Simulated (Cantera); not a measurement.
**Silicon epitaxy and polysilicon growth: SiCl4 + HCl + H2**

Input: 1 mol SiCl4, 4.2 mol HCl, 45 mol H2, held at 1.70 bar.

These are equilibrium values from Cantera (NASA tables, ideal gas, pure condensed phases), not measurements of a reactor. Candidate condensed phases: Si; 19 gas species. The tables' values for SiCl3 are old estimates; treat these amounts as uncertain. The numbers say what is thermodynamically allowed, not how fast it happens.

From 875 K to 1700 K nothing is condensed. The main Si-bearing gas is SiCl4 at 875 K and SiCl2 at 1700 K.

```csv
T (K),log p H2,log p HCl,log p SiCl4,log p SiCl2
875,0.18,-0.84,-1.48,-8.28
950,0.18,-0.84,-1.49,-6.89
1025,0.18,-0.84,-1.51,-5.71
1100,0.18,-0.83,-1.54,-4.71
1175,0.18,-0.82,-1.58,-3.87
1250,0.18,-0.81,-1.64,-3.17
1325,0.18,-0.80,-1.73,-2.60
1400,0.18,-0.77,-1.87,-2.18
1475,0.17,-0.74,-2.09,-1.89
1550,0.17,-0.72,-2.37,-1.72
1625,0.17,-0.71,-2.69,-1.62
1700,0.17,-0.70,-3.03,-1.57
```
log p: log10 of the partial pressure in bar; nothing condenses.
